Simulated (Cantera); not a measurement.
Feed: 1 mol ZrO2, 0.54 mol H2, equilibrated at 27.8 Torr.

These are equilibrium values from Cantera (NASA tables, ideal gas, pure condensed phases), not measurements of a reactor. Candidate condensed phases: H2O, Zr, ZrO2; 12 gas species. The numbers say what is thermodynamically allowed, not how fast it happens.

log p: log10 of the partial pressure in bar; n: condensed amount in mol.

| T (K) | log p H2 | log p H | log p H2O | log p ZrO | log p Zr | n ZrO2(monoclinic) | n ZrO2(tetragonal) |
|---|---|---|---|---|---|---|---|
| 1373 | -1.43 | -6.19 | -10.87 | <-13 | <-13 | 1.00 | 0 |
| 1423 | -1.43 | [?] | [?] | <-13 | <-13 | 1.00 | 0 |
| 1473 | -1.43 | -5.61 | -10.11 | -13.05 | <-13 | 1.00 | 0 |
| 1523 | -1.43 | -5.35 | -9.77 | -12.33 | <-13 | 0 | 1.00 |
| 1573 | -1.43 | -5.11 | -9.46 | -11.65 | -12.88 | 0 | 1.00 |
| 1623 | -1.43 | -4.88 | -9.16 | -11.02 | -12.27 | 0 | 1.00 |
| 1673 | -1.43 | [?] | [?] | [?] | [?] | 0 | 1.00 |
| 1723 | -1.43 | -4.46 | -8.62 | -9.87 | -11.14 | 0 | 1.00 |
| 1773 | -1.43 | -4.26 | -8.37 | -9.34 | -10.62 | 0 | 1.00 |
| 1823 | -1.43 | -4.08 | -8.14 | -8.84 | -10.14 | 0 | 1.00 |
| 1873 | -1.43 | -3.91 | -7.92 | -8.37 | -9.68 | 0 | 1.00 |
| 1923 | -1.43 | -3.74 | -7.71 | -7.93 | -9.24 | 0 | 1.00 |
| 1973 | -1.43 | -3.59 | -7.49 | -7.53 | -8.87 | 0 | 1.00 |

Some entries are withheld; supply them.


- 1423, log p H: -5.89
- 1423, log p H2O: -10.48
- 1673, log p H: -4.66
- 1673, log p H2O: -8.88
- 1673, log p ZrO: -10.43
- 1673, log p Zr: -11.69
